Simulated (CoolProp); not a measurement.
Properties of n-perfluorohexane along the isotherm 450 K (Tc = 448.0 K, pc = 1742 kPa, ω = 0.497).

Model: reference Helmholtz-energy equation of state, Gao 2022, in CoolProp.

```tsv
p (kPa)	phase	cp (kJ/(kg K))	cv (kJ/(kg K))	speed of sound (m/s)	Joule-Thomson coefficient (K/MPa)	isothermal compressibility (1/MPa)	fugacity coefficient
8.26	gas	1.007	0.9826	106.4	7.758	121.3	0.9984
17	gas	1.008	0.9827	106.2	7.780	59.02	0.9966
34.8	gas	1.008	0.9829	105.8	7.824	28.94	0.9931
71.5	gas	1.010	0.9835	105.1	7.918	14.19	0.9859
147	gas	1.013	0.9846	103.5	8.121	7.016	0.9710
302	gas	1.021	0.9870	100.2	8.588	3.543	0.9407
619	gas	1.043	0.9930	92.48	9.817	1.899	0.8794
1270	gas	1.168	1.013	71.24	14.99	1.333	0.7543
2610	supercritical	1.439	1.044	107.6	2.438	0.1160	0.4813
```
